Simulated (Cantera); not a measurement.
Input (Python, Cantera) and output of one run.

```python
import numpy as np
import cantera as ct

gas_names = """
    H HO2 H2 H2O H2O2 Hg O OH O2 O3
""".split()
cond_names = """
    H2O(s) H2O(L) Hg(cr) Hg(L) HgO(s)
""".split()


# ... load() reads the species with a 1 bar reference pressure and builds the phases ...
atoms = {
    'HgO': {'Hg': 1, 'O': 1},
    'H2': {'H': 2},
}
top_T = {}  # K; cautious upper limits of use, not melting points


# ... equilibrate(T, P, feed) seeds the gas with the atoms and calls Mixture.equilibrate('TP', solver="vcs", rtol=1e-11, max_steps=5000) ...
results = []
feed = {'HgO': 1, 'H2': 5.2}  # mol
T = 1525  # K
P = 13332.2  # Pa
mix = equilibrate(T, P, feed)
results.append((T, P, feed, dict(zip(mix.species_names, mix.species_moles))))
x = sorted(zip(gas.X, gas.species_names), reverse=True)
print(f"T = {T:g} K  P = {P:g} Pa  gas = {mix.phase_moles(0):.4g} mol")
print("   x: " + "  ".join(f"{s} {v:.3e}" for v, s in x if v > 1e-06))
print("   condensed (mol): " + ("  ".join(f"{mix.phase(i).name} {mix.phase_moles(i):.4g}"
      for i in range(1, mix.n_phases) if mix.phase_moles(i) > 1e-12) or "none"))
```

Output:

```
T = 1525 K  P = 13332.2 Pa  gas = 6.2 mol
   x: H2 6.774e-01  Hg 1.613e-01  H2O 1.613e-01  H 5.332e-05
   condensed (mol): none
```

These are equilibrium values from Cantera (NASA tables, ideal gas, pure condensed phases), not measurements of a reactor.
